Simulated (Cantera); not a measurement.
What does this Cantera script print?

```python
import numpy as np
import cantera as ct

surf = ct.Interface("diamond.yaml", "diamond_100")
gas, bulk = surf.adjacent["gas"], surf.adjacent["diamond"]
k = surf.kinetics_species_index(bulk.species_names[0])
cover = ["c6HH", "c6H*", "c6*H", "c6**", "c6HM", "c6B"]

rows, drift = [], 0.0
print(f"{'xH':>10s}{'um/h':>11s}" + "".join(f"{s:>11s}" for s in cover))
for v in [0.0001, 0.00025, 0.00062, 0.0015, 0.0038, 0.0096, 0.024, 0.059, 0.15]:
    T, P, xH, xCH3 = 1150, 1100, v, 7.4e-05
    gas.TPX = T, P, {"H": xH, "CH3": xCH3, "CH4": 0.012, "H2": 1 - xH - xCH3 - 0.012}
    surf.TP = bulk.TP = T, P
    surf.coverages = "c6H*:0.1, c6HH:0.9"
    surf.advance_coverages(100.0)
    before = surf.coverages
    surf.advance_coverages(100.0)
    drift = max(drift, np.max(np.abs(surf.coverages - before) / (surf.coverages + 1e-9)))
    rate = surf.net_production_rates[k] * bulk.mean_molecular_weight / bulk.density * 3.6e9
    rows.append([rate, *surf[cover].coverages])
    print(f"{v:10.4g}{rate:11.4e}" + "".join(f"{x:11.3e}" for x in rows[-1][1:]))
```

Output:

```
        xH       um/h       c6HH       c6H*       c6*H       c6**       c6HM        c6B
    0.0001 9.9474e-03  6.047e-01  2.553e-02  3.620e-01  5.333e-03  5.365e-04  2.699e-11
   0.00025 2.3656e-02  5.356e-01  2.972e-02  4.214e-01  1.088e-02  6.954e-04  6.419e-11
   0.00062 4.4510e-02  5.000e-01  3.171e-02  4.496e-01  1.661e-02  8.100e-04  1.208e-10
    0.0015 7.6530e-02  4.839e-01  3.254e-02  4.613e-01  2.056e-02  8.556e-04  2.077e-10
    0.0038 1.3869e-01  4.766e-01  3.290e-02  4.663e-01  2.279e-02  8.197e-04  3.764e-10
    0.0096 2.5133e-01  4.737e-01  3.305e-02  4.683e-01  2.381e-02  6.885e-04  6.820e-10
     0.024 4.0984e-01  4.726e-01  3.315e-02  4.692e-01  2.424e-02  4.827e-04  1.112e-09
     0.059 5.6363e-01  4.723e-01  3.327e-02  4.696e-01  2.443e-02  2.784e-04  1.529e-09
      0.15 6.7332e-01  4.722e-01  3.350e-02  4.695e-01  2.456e-02  1.325e-04  1.827e-09
```

Computed with Cantera and the Harris–Goodwin 1993 mechanism for the reconstructed diamond (100) surface.
